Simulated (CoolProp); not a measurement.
Hexamethyldisiloxane (MM) at several states: density (kg/m³) from the reference equation and from simpler models built on Tc = 518.7 K, pc = 1.931 MPa, ω = 0.418; each cubic takes its own stable root.

The numbers come from the reference Helmholtz-energy equation of state, Thol 2016 in CoolProp.

| T (K) | p (MPa) | phase | reference | van der Waals | Redlich-Kwong | Soave-Redlich-Kwong | Peng-Robinson |
|---|---|---|---|---|---|---|---|
| 245.8 | 0.134 | liquid | ___ | ___ | ___ | 744.6 | ___ |
| 519.8 | 0.243 | gas | ___ | ___ | 9.548 | 9.547 | ___ |
| 321.4 | 0.0117 | gas | 0.7198 | 0.7148 | 0.7165 | 0.7178 | 0.7180 |

**Question.** Complete the blanks.

**Answer.** 
- 245.8, reference: 813.7
- 245.8, van der Waals: 483.9
- 245.8, Redlich-Kwong: 719.2
- 245.8, Peng-Robinson: 836.0
- 519.8, reference: 9.571
- 519.8, van der Waals: 9.494
- 519.8, Peng-Robinson: 9.595
